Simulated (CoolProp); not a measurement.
Carbon dioxide along the isotherm 548.7 K: density (kg/m³) from the reference equation and from simpler models built on Tc = 304.1 K, pc = 73.77 bar, ω = 0.224; each cubic takes its own stable root.

Values from CoolProp's reference Helmholtz-energy equation of state, Span 1996.

```json
[
 {"p (bar)": "7.9", "phase": "gas", "reference": "7.649"},
 {"p (bar)": "15.8", "phase": "gas", "reference": "15.35"},
 {"p (bar)": "23.7", "phase": "gas", "reference": "23.11"},
 {"p (bar)": "31.6", "phase": "gas", "reference": "30.91"},
 {"p (bar)": "39.5", "phase": "gas", "reference": "38.76"},
 {"p (bar)": "47.4", "phase": "gas", "reference": "46.66"},
 {"p (bar)": "55.3", "phase": "gas", "reference": "54.60"},
 {"p (bar)": "63.2", "phase": "gas", "reference": "62.59"},
 {"p (bar)": "71.1", "phase": "gas", "reference": "70.61"},
 {"p (bar)": "79", "phase": "supercritical", "reference": "78.66"},
 {"p (bar)": "86.9", "phase": "supercritical", "reference": "86.75"},
 {"p (bar)": "94.9", "phase": "supercritical", "reference": "94.97"},
 {"p (bar)": "103", "phase": "supercritical", "reference": "103.3"},
 {"p (bar)": "111", "phase": "supercritical", "reference": "111.6"}
]
```

Q: How far does each simpler model (ideal gas, Redlich-Kwong, Soave-Redlich-Kwong, Peng-Robinson) lie from the reference over these 14 states: mean and median of the absolute difference, and the worst?

A: 
- ideal gas: mean 2.4 %, median 2.4 %, worst -4.0 % at 548.7 K and 111 bar
- Redlich-Kwong: mean 1.3 %, median 1.3 %, worst +2.3 % at 548.7 K and 111 bar
- Soave-Redlich-Kwong: mean 1.3 %, median 1.2 %, worst -2.4 % at 548.7 K and 111 bar
- Peng-Robinson: mean 0.1 %, median 0.1 %, worst -0.1 % at 548.7 K and 111 bar
